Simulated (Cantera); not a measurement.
A perfectly stirred reactor is fed with CH4 : C2H6 : C3H8 : O2 : N2 = 1 : 0.17 : 0.42 : 5.05 : 19 (molar parts), equivalence ratio 0.93, at 1.00 bar; it is adiabatic with a 425 K inlet, and is followed from long to short residence time, starting on the burning branch (τ in s: 0.31, 0.15, 0.072, 0.035, 0.017, 0.008, 0.0038, 0.0018, 0.00089, 0.00043, 0.0002, 9.8e-05).

Detailed kinetics in Cantera: GRI-Mech 3.0 (53 species, 325 reactions). GRI-Mech 3.0 was tuned for natural gas; its chemistry of propane as a main component is partial and can be far from experiment.

Q: Predict: blow-out, bracketed by the residence times tried; x(CH4) at τ = 0.310 s; x(C2H6) at τ = 0.310 s; x(C3H8) at τ = 0.310 s; x(O) at τ = 0.310 s; x(CH2CO) at τ = 0.310 s; x(CH4) at τ = 3.80 ms; x(C2H6) at τ = 3.80 ms; x(C3H8) at τ = 3.80 ms; x(O) at τ = 3.80 ms; x(CH2CO) at τ = 3.80 ms.

A: 
```json
{
  "blow_out_bracketed_by_the_residence_times_tried": "burning at 98.0 µs, the shortest tried",
  "x(CH4) at τ = 0.310 s": "4.61e-7",
  "x(C2H6) at τ = 0.310 s": "8.30e-9",
  "x(C3H8) at τ = 0.310 s": "2.39e-8",
  "x(O) at τ = 0.310 s": "0.000524",
  "x(CH2CO) at τ = 0.310 s": "3.22e-8",
  "x(CH4) at τ = 3.80 ms": "1.55e-5",
  "x(C2H6) at τ = 3.80 ms": "5.43e-7",
  "x(C3H8) at τ = 3.80 ms": "1.24e-6",
  "x(O) at τ = 3.80 ms": "0.00198",
  "x(CH2CO) at τ = 3.80 ms": "1.83e-6"
}
```
